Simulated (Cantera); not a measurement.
Mixture: C₃H₈ : O₂ : N₂ : H₂O = 1 : 6.94 : 43.8 : 1.4 (molar parts), at 760 Torr, adiabatic and at constant volume. Ignition delay is the time to a rise of 400 K.

Computed with Cantera and GRI-Mech 3.0 (53 species, 325 reactions). GRI-Mech 3.0 was tuned for natural gas; its chemistry of propane as a main component is partial and can be far from experiment.

Q: Predict: delay at 1175 K; delay at 1275 K; delay at 1375 K; delay at 1475 K; apparent activation energy between 1425 and 1525 K.

A: 
```json
{
  "delay at 1175 K": "13.5 ms",
  "delay at 1275 K": "1.89 ms",
  "delay at 1375 K": "0.392 ms",
  "delay at 1475 K": "0.118 ms",
  "apparent activation energy between 1425 and 1525 K": "190 kJ/mol"
}
```
